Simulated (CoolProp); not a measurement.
Saturated liquid density (kg/m³) of n-pentane: the reference equation beside estimates from Tc = 196.5 °C, pc = 3368 kPa, ω = 0.251. Rackett uses Z = 0.29056 − 0.08775 ω.

The numbers come from the reference Helmholtz-energy equation of state, Thol 2019 in CoolProp.

```json
[
 {"T (°C)": "-14.35", "reference": "659.1", "Rackett": "659.4", "van der Waals": "395.9", "Redlich-Kwong": "585.6", "Soave-Redlich-Kwong": "600.3", "Peng-Robinson": "676.4"},
 {"T (°C)": "-12.45", "reference": "657.3", "Rackett": "657.6", "van der Waals": "394.9", "Redlich-Kwong": "583.9", "Soave-Redlich-Kwong": "598.8", "Peng-Robinson": "674.8"},
 {"T (°C)": "-10.55", "reference": "655.5", "Rackett": "655.8", "van der Waals": "393.9", "Redlich-Kwong": "582.2", "Soave-Redlich-Kwong": "597.3", "Peng-Robinson": "673.2"},
 {"T (°C)": "-8.65", "reference": "653.7", "Rackett": "654.0", "van der Waals": "392.9", "Redlich-Kwong": "580.6", "Soave-Redlich-Kwong": "595.8", "Peng-Robinson": "671.6"},
 {"T (°C)": "-6.85", "reference": "652.0", "Rackett": "652.3", "van der Waals": "391.9", "Redlich-Kwong": "578.9", "Soave-Redlich-Kwong": "594.3", "Peng-Robinson": "670.1"},
 {"T (°C)": "-4.95", "reference": "650.2", "Rackett": "650.5", "van der Waals": "390.9", "Redlich-Kwong": "577.2", "Soave-Redlich-Kwong": "592.8", "Peng-Robinson": "668.4"},
 {"T (°C)": "-3.05", "reference": "648.4", "Rackett": "648.7", "van der Waals": "389.9", "Redlich-Kwong": "575.5", "Soave-Redlich-Kwong": "591.3", "Peng-Robinson": "666.8"},
 {"T (°C)": "-1.15", "reference": "646.6", "Rackett": "646.9", "van der Waals": "388.9", "Redlich-Kwong": "573.7", "Soave-Redlich-Kwong": "589.7", "Peng-Robinson": "665.1"},
 {"T (°C)": "0.65", "reference": "644.9", "Rackett": "645.1", "van der Waals": "387.9", "Redlich-Kwong": "572.1", "Soave-Redlich-Kwong": "588.2", "Peng-Robinson": "663.5"},
 {"T (°C)": "2.55", "reference": "643.1", "Rackett": "643.3", "van der Waals": "386.9", "Redlich-Kwong": "570.3", "Soave-Redlich-Kwong": "586.6", "Peng-Robinson": "661.8"},
 {"T (°C)": "4.45", "reference": "641.3", "Rackett": "641.5", "van der Waals": "385.8", "Redlich-Kwong": "568.5", "Soave-Redlich-Kwong": "585.0", "Peng-Robinson": "660.1"},
 {"T (°C)": "6.35", "reference": "639.5", "Rackett": "639.6", "van der Waals": "384.8", "Redlich-Kwong": "566.7", "Soave-Redlich-Kwong": "583.4", "Peng-Robinson": "658.3"},
 {"T (°C)": "8.15", "reference": "637.7", "Rackett": "637.8", "van der Waals": "383.8", "Redlich-Kwong": "565.0", "Soave-Redlich-Kwong": "581.8", "Peng-Robinson": "656.6"},
 {"T (°C)": "10.05", "reference": "635.9", "Rackett": "636.0", "van der Waals": "382.7", "Redlich-Kwong": "563.2", "Soave-Redlich-Kwong": "580.2", "Peng-Robinson": "654.9"},
 {"T (°C)": "11.95", "reference": "634.0", "Rackett": "634.1", "van der Waals": "381.7", "Redlich-Kwong": "561.4", "Soave-Redlich-Kwong": "578.5", "Peng-Robinson": "653.1"}
]
```

Absolute difference from the reference over all 15 rows, mean and median: Rackett 0.0 and 0.0 %, van der Waals 39.9 and 39.9 %, Redlich-Kwong 11.3 and 11.3 %, Soave-Redlich-Kwong 8.8 and 8.8 %, Peng-Robinson 2.8 and 2.9 %.
